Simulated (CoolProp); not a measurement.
Vapour-liquid equilibrium of isobutene (1) + n-butane (2) at 100.55 °C; x and y are mole fractions of (1).

The numbers come from the multi-fluid Helmholtz-energy mixture model, Lemmon 2005 and Bücker 2006; pair parameters Bell 2016 in CoolProp.

```
x      bubble pressure (bar)  y at the bubble point  dew pressure at overall composition x (bar)  liquid density (mol/L)
-----  ---------------------  ---------------------  -------------------------------------------  ----------------------
0.05                   15.61                  0.057                                        15.58                   8.034
0.125                  15.88                  0.141                                        15.83                   8.056
0.2                    16.14                  0.222                                        16.07                   8.079
0.275                  16.39                  0.301                                        16.30                   8.104
0.35                   16.63                  0.378                                        16.54                   8.129
0.425                  16.86                  0.454                                        16.77                   8.156
0.5                    17.09                  0.528                                        17.00                   8.184
0.575                  17.31                  0.602                                        17.23                   8.212
0.65                   17.53                  0.674                                        17.46                   8.242
0.725                  17.74                  0.745                                        17.68                   8.272
0.8                    17.95                  0.816                                        17.91                   8.303
0.875                  18.16                  0.885                                        18.13                   8.335
0.95                   18.37                  0.954                                        18.35                   8.368
```

No azeotrope shows between x = 0.05 and 0.95.

The pair parameters rest on a limited set of measurements; away from them the model extrapolates.
